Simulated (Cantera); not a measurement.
A diamond (100) surface in a fixed gas of H2 with x(CH4) = 0.016, x(CH3) = 3.8e-05, at 1125 K, 21000 Pa; coverages are run to steady state.

Model: the Harris–Goodwin 1993 mechanism for the reconstructed diamond (100) surface, integrated in Cantera.

θ: site fractions in the mechanism's names (c6HH fully hydrogenated, c6H* and c6*H radical sites, c6** diradical, c6HM methylated).

```tsv
x(H)	growth (µm/h)	θ c6HH	θ c6H*	θ c6*H	θ c6**	θ c6HM
0.0001	(withheld)	0.595	0.0241	0.361	0.00548	0.00898
0.00021	(withheld)	0.544	0.0270	0.404	0.00949	0.00969
0.00045	(withheld)	0.515	0.0286	0.428	0.0137	0.00891
0.00095	(withheld)	0.501	0.0295	0.441	0.0170	0.00685
0.002	(withheld)	0.495	0.0301	0.449	0.0191	0.00445
0.0043	(withheld)	0.493	0.0304	0.453	0.0203	0.00249
0.009	6.38	0.492	0.0308	0.454	0.0210	0.00131
0.019	6.70	0.491	0.0313	0.455	0.0214	0.000651
0.04	6.89	0.491	0.0323	0.454	0.0217	0.000318
```

**Question.** What belongs in the gaps?

**Answer.** 
- 0.0001, growth (µm/h): 0.543
- 0.00021, growth (µm/h): 1.19
- 0.00045, growth (µm/h): 2.27
- 0.00095, growth (µm/h): 3.61
- 0.002, growth (µm/h): 4.87
- 0.0043, growth (µm/h): 5.82
